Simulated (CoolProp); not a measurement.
Model: reference Helmholtz-energy equation of state, Span 2003, in CoolProp. It is a short technical equation, of lower accuracy than the large ones.

Question: For n-heptane, give the phase and the density (kg/m³), cp (kJ/(kg K)), speed of sound (m/s) at 326.4 K and 0.195 MPa; 383.5 K and 14.1 MPa.

Answer: 
- 326.4 K and 0.195 MPa: liquid; density 655, cp 2.35, speed of sound 1010
- 383.5 K and 14.1 MPa: liquid; density 626, cp 2.56, speed of sound 931
